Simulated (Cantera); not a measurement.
**Ignition delay**

Mixture: CH4 : H2 : O2 : N2 : CO2 = 1 : 0.51 : 1.33 : 4.11 : 0.34 (molar parts), equivalence ratio 1.7, at 100000 Pa, adiabatic and at constant pressure. Ignition delay is the time to a rise of 400 K.

Model: GRI-Mech 3.0 (53 species, 325 reactions), integrated in Cantera.

```csv
T0 (K),delay (ms)
1375,0.705
1450,0.404
1525,0.243
1600,0.154
1675,0.102
```

```json
{
 "apparent activation energy between 1525 and 1675 K": "120 kJ/mol"
}
```
